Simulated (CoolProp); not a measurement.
The numbers come from the reference Helmholtz-energy equation of state, Schmidt 1985 in CoolProp.

Task: For oxygen, give the phase and the Z, Joule-Thomson coefficient (K/MPa), isothermal compressibility (1/MPa), expansivity (1/kK) at -14.15 °C and 6.22 MPa; -14.15 °C and 10.5 MPa.

Result: 
- -14.15 °C and 6.22 MPa: supercritical; Z 0.932, Joule-Thomson coefficient 3.03, isothermal compressibility 0.171, expansivity 5.11
- -14.15 °C and 10.5 MPa: supercritical; Z 0.896, Joule-Thomson coefficient 2.58, isothermal compressibility 0.103, expansivity 5.95
